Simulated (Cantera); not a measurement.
An isothermal plug-flow reactor at 850 K and 1.90 bar (inlet), inlet velocity 3.3 m/s, active area per volume 190 1/m; feed CH4 : O2 : N2 : H2O = 0.025 : 0.013 : 0.79 : 0.017 (molar parts), equivalence ratio 3.8.

Model: Deutschmann's 1995 Pt surface mechanism with GRI-Mech 3.0 gas chemistry, integrated in Cantera. Catalytic surfaces can have several steady states; this one follows from the mechanism file's or the stated starting coverage. Mass transfer to the wall is taken as infinitely fast.

Q: What does this change do: temperature 850 to 975 K?

A: 
| quantity | before | after |
|---|---|---|
| x(CH4) at z = 0.0059 m | 0.0252 | 0.0236 |
| x(O2) at z = 0.0059 m | 0.00798 | 0.00684 |
| x(H2O) at z = 0.0059 m | 0.0288 | 0.0309 |
| x(CO2) at z = 0.0059 m | 0.00163 | 0.000276 |
| x(CO) at z = 0.0059 m | 0.00275 | 0.00558 |
| θ(free Pt) at the exit | 0.310 | 0.322 |
| θ(CO*) at the exit | 0.492 | 0.100 |
| θ(C*) at the exit | 0.197 | 0.575 |

Q: What does this change do: area per volume 190 to 500 1/m?

A: 
```
quantity                 before    after
----------------------  -------  -------
x(CH4) at z = 0.0059 m   0.0252   0.0239
x(O2) at z = 0.0059 m   0.00798  0.00619
x(H2O) at z = 0.0059 m   0.0288   0.0312
x(CO2) at z = 0.0059 m  0.00163  0.00163
x(CO) at z = 0.0059 m   0.00275  0.00396
θ(free Pt) at the exit    0.310    0.176
θ(CO*) at the exit        0.492    0.222
θ(C*) at the exit         0.197    0.601
```
